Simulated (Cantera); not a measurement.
Input (Python, Cantera) and output of one run.

```python
import numpy as np
import cantera as ct

gas_names = """
    H HNO HNO2 HNO3 HO2 H2 H2O H2O2 N NH NH2 NH3 NH2OH NO NO2 NO3 N2 N2H2 N2H4 N2O O OH O2 O3 Si SiH
    SiH2 SiH3 SiH4 SiN SiO SiO2 Si2 Si2N Si3
""".split()
cond_names = """
    H2O(s) H2O(L) Si(cr) Si(L) SiO2(Lqz) SiO2(hqz) SiO2(L) Si2N2O(s) Si3N4(a)
""".split()


# ... load() reads the species with a 1 bar reference pressure and builds the phases ...
atoms = {
    'Si3N4': {'Si': 3, 'N': 4},
    'H2O': {'H': 2, 'O': 1},
    'N2': {'N': 2},
}
top_T = {'Si2N2O(s)': 2100, 'Si3N4(a)': 2400}  # K; cautious upper limits of use, not melting points


# ... equilibrate(T, P, feed) seeds the gas with the atoms and calls Mixture.equilibrate('TP', solver="vcs", rtol=1e-11, max_steps=5000) ...
results = []
feed = {'Si3N4': 1, 'H2O': 0.25, 'N2': 14}  # mol
P = 10000  # Pa
for T in [1123, 1273, 1423, 1573, 1723, 1873, 2023]:
    mix = equilibrate(T, P, feed)
    results.append((T, P, feed, dict(zip(mix.species_names, mix.species_moles))))
    x = sorted(zip(gas.X, gas.species_names), reverse=True)
    print(f"T = {T:g} K  P = {P:g} Pa  gas = {mix.phase_moles(0):.4g} mol")
    print("   x: " + "  ".join(f"{s} {v:.3e}" for v, s in x if v > 0.0001))
    print("   condensed (mol): " + ("  ".join(f"{mix.phase(i).name} {mix.phase_moles(i):.4g}"
          for i in range(1, mix.n_phases) if mix.phase_moles(i) > 1e-12) or "none"))
```

It prints:

```
T = 1123 K  P = 10000 Pa  gas = 14.33 mol
   x: N2 9.826e-01  H2 1.744e-02
   condensed (mol): Si2N2O(s) 0.25  Si3N4(a) 0.8333
T = 1273 K  P = 10000 Pa  gas = 14.33 mol
   x: N2 9.826e-01  H2 1.744e-02
   condensed (mol): Si2N2O(s) 0.25  Si3N4(a) 0.8333
T = 1423 K  P = 10000 Pa  gas = 14.33 mol
   x: N2 9.826e-01  H2 1.744e-02
   condensed (mol): Si2N2O(s) 0.25  Si3N4(a) 0.8333
T = 1573 K  P = 10000 Pa  gas = 14.33 mol
   x: N2 9.825e-01  H2 1.743e-02
   condensed (mol): Si2N2O(s) 0.2499  Si3N4(a) 0.8334
T = 1723 K  P = 10000 Pa  gas = 14.34 mol
   x: N2 9.823e-01  H2 1.740e-02  SiO 2.659e-04
   condensed (mol): Si2N2O(s) 0.2462  Si3N4(a) 0.8346
T = 1873 K  P = 10000 Pa  gas = 14.46 mol
   x: N2 9.760e-01  H2 1.715e-02  SiO 6.500e-03  H 2.673e-04
   condensed (mol): Si2N2O(s) 0.156  Si3N4(a) 0.8644
T = 2023 K  P = 10000 Pa  gas = 16.52 mol
   x: N2 9.687e-01  SiO 1.514e-02  H2 1.476e-02  H 7.297e-04  Si 5.689e-04
   condensed (mol): Si(L) 2.737
```

Equilibrium computed with Cantera from the NASA thermochemical tables; the gas is ideal and each condensed phase is pure. Mutual solubility and eutectic melting of coexisting phases are not modelled. The tables' values for SiN are old estimates; treat these amounts as uncertain.
